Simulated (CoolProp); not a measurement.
Toluene along the isobar 19.7 bar: density (kg/m³) from the reference equation and from simpler models built on Tc = 591.7 K, pc = 41.26 bar, ω = 0.266; each cubic takes its own stable root.

Model: reference Helmholtz-energy equation of state, Lemmon 2006, in CoolProp. It is a short technical equation, of lower accuracy than the large ones.

```json
[
 {"T (K)": "409.8", "phase": "liquid", "reference": "754.7"},
 {"T (K)": "419.6", "phase": "liquid", "reference": "744.2"},
 {"T (K)": "429.5", "phase": "liquid", "reference": "733.2"},
 {"T (K)": "439.4", "phase": "liquid", "reference": "721.9"},
 {"T (K)": "449.2", "phase": "liquid", "reference": "710.4"},
 {"T (K)": "459.1", "phase": "liquid", "reference": "698.3"},
 {"T (K)": "469", "phase": "liquid", "reference": "685.8"},
 {"T (K)": "478.8", "phase": "liquid", "reference": "672.7"},
 {"T (K)": "488.7", "phase": "liquid", "reference": "658.9"},
 {"T (K)": "498.6", "phase": "liquid", "reference": "644.2"},
 {"T (K)": "508.4", "phase": "liquid", "reference": "628.5"},
 {"T (K)": "518.3", "phase": "liquid", "reference": "611.3"},
 {"T (K)": "528.2", "phase": "liquid", "reference": "592.1"},
 {"T (K)": "538", "phase": "gas", "reference": "59.49"},
 {"T (K)": "547.9", "phase": "gas", "reference": "55.92"},
 {"T (K)": "557.8", "phase": "gas", "reference": "53.07"}
]
```

How far does each simpler model (van der Waals, Redlich-Kwong, Soave-Redlich-Kwong, Peng-Robinson) lie from the reference over these 16 states: mean and median of the absolute difference, and the worst?


- van der Waals: mean 47.5 %, median 40.7 %, worst -90.9 % at 528.2 K and 19.7 bar
- Redlich-Kwong: mean 18.8 %, median 15.3 %, worst -90.2 % at 528.2 K and 19.7 bar
- Soave-Redlich-Kwong: mean 10.8 %, median 11.3 %, worst -16.0 % at 528.2 K and 19.7 bar
- Peng-Robinson: mean 1.5 %, median 1.1 %, worst -4.8 % at 528.2 K and 19.7 bar

At some of these states van der Waals, Redlich-Kwong gives the other phase, because its saturation line lies elsewhere.
